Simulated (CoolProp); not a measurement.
A closed Brayton cycle with carbon dioxide: compressor inlet 316.15 K and 9.2 MPa, high pressure 30 MPa, turbine inlet 965 K, compressor efficiency 0.85, turbine efficiency 0.93, recuperator effectiveness 0.8 (on enthalpy, no pinch check). Each further row changes one setting.

The numbers come from the reference Helmholtz-energy equation of state, Span 1996 in CoolProp.

| case | thermal efficiency (%) | net work (kJ/kg) | compressor to turbine work | compressor exit (K) | turbine exit (K) |
|---|---|---|---|---|---|
| as stated | 35.8 | 143 | 0.24 | 382.6 | 804.6 |
| turbine inlet 915 K | 35.0 | 133 | 0.25 | 382.6 | 760.1 |
| compressor inlet 326.15 K | 34.8 | 129 | 0.32 | 418.2 | 804.6 |
| high pressure 25.5 MPa | 33.7 | 128 | 0.22 | 373.0 | 825.8 |
| recuperator effectiveness 0.5 | 26.1 | 143 | 0.24 | 382.6 | 804.6 |
